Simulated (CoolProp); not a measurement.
Properties of R1234ze(Z) at several states (Tc = 423.3 K, pc = 3531 kPa, ω = 0.327).

The numbers come from the reference Helmholtz-energy equation of state, Akasaka 2019 in CoolProp.

| T (K) | p (kPa) | phase | Z | cp (kJ/(kg K)) | cv (kJ/(kg K)) | Joule-Thomson coefficient (K/MPa) | isothermal compressibility (1/MPa) | fugacity coefficient |
|---|---|---|---|---|---|---|---|---|
| 412.9 | 21.6 | gas | 0.9975 | 1.028 | 0.9537 | 12.32 | 46.41 | 0.9975 |
| 329.3 | 67.9 | gas | 0.9818 | 0.8968 | 0.8163 | 27.16 | 15.01 | 0.9821 |
| 387.8 | 5520 | liquid | (withheld) | (withheld) | 1.028 | (withheld) | 0.01238 | 0.2815 |
| 300.6 | 1710 | liquid | 0.06377 | 1.275 | 0.8836 | -0.2254 | 0.002921 | (withheld) |
| 348.6 | 253 | gas | 0.9433 | (withheld) | 0.8665 | 22.87 | (withheld) | (withheld) |

Task: Fill in the missing entries.

Result: 
- 387.8, Z: 0.2010
- 387.8, cp (kJ/(kg K)): 1.570
- 387.8, Joule-Thomson coefficient (K/MPa): 0.3863
- 300.6, fugacity coefficient: 0.1109
- 348.6, cp (kJ/(kg K)): 0.9648
- 348.6, isothermal compressibility (1/MPa): 4.201
- 348.6, fugacity coefficient: 0.9460
